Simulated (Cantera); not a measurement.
## Silicon epitaxy and polysilicon growth: Si3H8 + Cl2 + H2

A closed system holds: 1 mol Si3H8, a varied amount of Cl2, 4.9 mol H2, held at 1425 °C and 10000 Pa.

Equilibrium computed with Cantera from the NASA thermochemical tables; the gas is ideal and each condensed phase is pure. Candidate condensed phases: Si; 19 gas species. The feed counts by its element totals alone. The tables' values for SiCl3, SiCl are old estimates; treat these amounts as uncertain. Gases not in the tables: Si2H6 and higher silanes. Equilibrium is a limit: real reactors are often held back by kinetics, nucleation or transport.

```json
[
 {"n(Cl2) (mol)": "0.018", "x H2": "0.996", "x HCl": "0.00392", "x SiCl2": "5.55e-5", "x H": "0.000456", "x SiCl3": "5.61e-8", "n Si(l)": "3.00"},
 {"n(Cl2) (mol)": "0.023", "x H2": "0.994", "x HCl": "0.00497", "x SiCl2": "8.93e-5", "x H": "0.000456", "x SiCl3": "1.14e-7", "n Si(l)": "3.00"},
 {"n(Cl2) (mol)": "0.029", "x H2": "0.993", "x HCl": "0.00621", "x SiCl2": "0.000140", "x H": "0.000456", "x SiCl3": "2.23e-7", "n Si(l)": "3.00"},
 {"n(Cl2) (mol)": "0.036", "x H2": "0.992", "x HCl": "0.00763", "x SiCl2": "0.000211", "x H": "0.000455", "x SiCl3": "4.15e-7", "n Si(l)": "3.00"},
 {"n(Cl2) (mol)": "0.046", "x H2": "0.990", "x HCl": "0.00960", "x SiCl2": "0.000335", "x H": "0.000455", "x SiCl3": "8.31e-7", "n Si(l)": "3.00"},
 {"n(Cl2) (mol)": "0.058", "x H2": "0.987", "x HCl": "0.0119", "x SiCl2": "0.000516", "x H": "0.000454", "x SiCl3": "1.59e-6", "n Si(l)": "3.00"},
 {"n(Cl2) (mol)": "0.073", "x H2": "0.984", "x HCl": "0.0147", "x SiCl2": "0.000786", "x H": "0.000454", "x SiCl3": "2.99e-6", "n Si(l)": "2.99"},
 {"n(Cl2) (mol)": "0.091", "x H2": "0.980", "x HCl": "0.0179", "x SiCl2": "0.00117", "x H": "0.000453", "x SiCl3": "5.43e-6", "n Si(l)": "2.99"},
 {"n(Cl2) (mol)": "0.12", "x H2": "0.975", "x HCl": "0.0227", "x SiCl2": "0.00191", "x H": "0.000451", "x SiCl3": "1.13e-5", "n Si(l)": "2.98"},
 {"n(Cl2) (mol)": "0.15", "x H2": "0.969", "x HCl": "0.0275", "x SiCl2": "0.00280", "x H": "0.000450", "x SiCl3": "2.00e-5", "n Si(l)": "2.97"},
 {"n(Cl2) (mol)": "0.18", "x H2": "0.964", "x HCl": "0.0319", "x SiCl2": "0.00380", "x H": "0.000449", "x SiCl3": "3.17e-5", "n Si(l)": "2.96"},
 {"n(Cl2) (mol)": "0.23", "x H2": "0.955", "x HCl": "0.0388", "x SiCl2": "0.00567", "x H": "0.000447", "x SiCl3": "5.79e-5", "n Si(l)": "2.95"}
]
```
x: gas mole fraction; n: condensed amount in mol.

From 0.018 mol Cl2 to 0.23 mol Cl2 the condensed part is Si(l). The main Si-bearing gas is SiCl2 throughout.
